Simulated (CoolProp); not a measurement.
Vapour-liquid equilibrium of CH2F2 (R32) (1) + R1234ze(E) (2) at 312 K; x and y are mole fractions of (1).

Values from CoolProp's multi-fluid Helmholtz-energy mixture model, Tillner-Roth 1997 and Thol 2016; pair parameters Bell 2023.

```csv
x,"bubble pressure, mixture model (MPa)","bubble pressure, Raoult's law (MPa)","y, mixture model","y, Raoult's law"
0.05,0.8304,0.8261,0.131,0.146
0.15,1.006,0.9928,0.330,0.364
0.25,1.178,1.159,0.473,0.520
0.35,1.346,1.326,0.581,0.636
0.45,1.508,1.493,0.667,0.726
0.55,1.667,1.659,0.739,0.799
0.65,1.825,1.826,0.803,0.858
0.75,1.984,1.993,0.862,0.907
0.85,2.149,2.160,0.919,0.948
0.95,2.321,2.326,0.973,0.984
```

The largest gap from Raoult's law is +1.6 % in bubble pressure, at x = 0.25. No azeotrope shows between x = 0.05 and 0.95.

The pair parameters rest on a limited set of measurements; away from them the model extrapolates. The gap from Raoult's law changes sign with composition, which may be real or a fault of the pair parameters; it wasn't checked against measurements.
